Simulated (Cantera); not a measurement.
Charge: 1 mol BF₃, 0.21 mol O₂, 64 mol N₂, 41 mol H₂, equilibrated at 2000 K.

Equilibrium computed with Cantera from the NASA thermochemical tables; the gas is ideal and each condensed phase is pure. Candidate condensed phases: B, BN, B₂O₃, B₃O₃H₃, H₂O; 62 gas species. The tables' values for BF₂ are old estimates; treat these amounts as uncertain. Equilibrium is a limit: real reactors are often held back by kinetics, nucleation or transport.

Task: At 32.0 mbar, list the 4 most abundant gas species with their mole fractions, and the condensed phases.

Result: N₂ 0.597, H₂ 0.372, HF 0.0156, H 0.00554. Condensed: gas only.
